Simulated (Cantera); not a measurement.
An adiabatic, constant-volume homogeneous reactor starts with 3.86 % C3H8, 11.3 % O2, 84.8 % N2, equivalence ratio 1.7, at 1100 K and 1.00 bar.

Cantera simulation using GRI-Mech 3.0 (53 species, 325 reactions); the numbers are that mechanism's predictions, not measurements. GRI-Mech 3.0 was tuned for natural gas; its chemistry of propane as a main component is partial and can be far from experiment.

x: mole fraction; the columns are a selection and need not sum to one.

```json
[
 {"t (s)": "6.00e-6", "T (K)": "1100", "P (bar)": "1.000", "x C3H8": "0.0386", "x O2": "0.113", "x H2": "2.34e-9", "x NO": "<1e-12", "x C2H6": "<1e-12", "x HCN": "<1e-12", "x CH3": "5.77e-8"},
 {"t (s)": "1.55e-5", "T (K)": "1100", "P (bar)": "1.000", "x C3H8": "0.0386", "x O2": "0.113", "x H2": "1.13e-8", "x NO": "<1e-12", "x C2H6": "9.33e-12", "x HCN": "<1e-12", "x CH3": "1.57e-7"},
 {"t (s)": "4.00e-5", "T (K)": "1100", "P (bar)": "1.000", "x C3H8": "0.0386", "x O2": "0.113", "x H2": "3.87e-8", "x NO": "<1e-12", "x C2H6": "1.75e-10", "x HCN": "<1e-12", "x CH3": "4.21e-7"},
 {"t (s)": "0.000103", "T (K)": "1100", "P (bar)": "1.000", "x C3H8": "0.0385", "x O2": "0.113", "x H2": "1.18e-7", "x NO": "<1e-12", "x C2H6": "3.23e-9", "x HCN": "<1e-12", "x CH3": "1.13e-6"},
 {"t (s)": "0.000266", "T (K)": "1100", "P (bar)": "1.000", "x C3H8": "0.0385", "x O2": "0.113", "x H2": "…", "x NO": "<1e-12", "x C2H6": "…", "x HCN": "<1e-12", "x CH3": "…"},
 {"t (s)": "0.000687", "T (K)": "1100", "P (bar)": "1.000", "x C3H8": "0.0385", "x O2": "0.113", "x H2": "2.61e-6", "x NO": "<1e-12", "x C2H6": "1.26e-6", "x HCN": "<1e-12", "x CH3": "8.52e-6"},
 {"t (s)": "0.00177", "T (K)": "1100", "P (bar)": "1.000", "x C3H8": "0.0385", "x O2": "0.113", "x H2": "1.11e-5", "x NO": "<1e-12", "x C2H6": "1.18e-5", "x HCN": "<1e-12", "x CH3": "1.22e-5"},
 {"t (s)": "0.00457", "T (K)": "1100", "P (bar)": "1.00", "x C3H8": "0.0383", "x O2": "0.113", "x H2": "3.36e-5", "x NO": "<1e-12", "x C2H6": "4.40e-5", "x HCN": "<1e-12", "x CH3": "1.24e-5"},
 {"t (s)": "0.0118", "T (K)": "1100", "P (bar)": "1.00", "x C3H8": "0.0378", "x O2": "0.113", "x H2": "9.90e-5", "x NO": "<1e-12", "x C2H6": "0.000130", "x HCN": "<1e-12", "x CH3": "1.28e-5"},
 {"t (s)": "0.0305", "T (K)": "1101", "P (bar)": "1.00", "x C3H8": "0.0364", "x O2": "0.112", "x H2": "…", "x NO": "<1e-12", "x C2H6": "…", "x HCN": "<1e-12", "x CH3": "…"},
 {"t (s)": "0.0786", "T (K)": "1123", "P (bar)": "1.03", "x C3H8": "0.0270", "x O2": "0.107", "x H2": "0.00284", "x NO": "<1e-12", "x C2H6": "0.00143", "x HCN": "<1e-12", "x CH3": "3.45e-5"},
 {"t (s)": "0.203", "T (K)": "2269", "P (bar)": "2.31", "x C3H8": "<1e-12", "x O2": "2.39e-6", "x H2": "0.0584", "x NO": "5.04e-5", "x C2H6": "<1e-12", "x HCN": "6.57e-8", "x CH3": "4.37e-12"},
 {"t (s)": "0.524", "T (K)": "2269", "P (bar)": "2.31", "x C3H8": "<1e-12", "x O2": "2.39e-6", "x H2": "0.0584", "x NO": "4.89e-5", "x C2H6": "<1e-12", "x HCN": "6.37e-8", "x CH3": "4.37e-12"},
 {"t (s)": "1.35", "T (K)": "2269", "P (bar)": "2.31", "x C3H8": "<1e-12", "x O2": "2.39e-6", "x H2": "0.0584", "x NO": "4.89e-5", "x C2H6": "<1e-12", "x HCN": "6.37e-8", "x CH3": "4.37e-12"},
 {"t (s)": "3.49", "T (K)": "2269", "P (bar)": "2.31", "x C3H8": "<1e-12", "x O2": "2.39e-6", "x H2": "0.0584", "x NO": "4.89e-5", "x C2H6": "<1e-12", "x HCN": "6.37e-8", "x CH3": "4.37e-12"},
 {"t (s)": "9.00", "T (K)": "2269", "P (bar)": "2.31", "x C3H8": "<1e-12", "x O2": "2.39e-6", "x H2": "0.0584", "x NO": "4.89e-5", "x C2H6": "<1e-12", "x HCN": "6.37e-8", "x CH3": "4.37e-12"}
]
```

Problem. What belongs in the gaps?

Solution. 
- 0.000266, x H2: 4.38e-7
- 0.000266, x C2H6: 6.23e-8
- 0.000266, x CH3: 3.13e-6
- 0.0305, x H2: 0.000331
- 0.0305, x C2H6: 0.000369
- 0.0305, x CH3: 1.40e-5
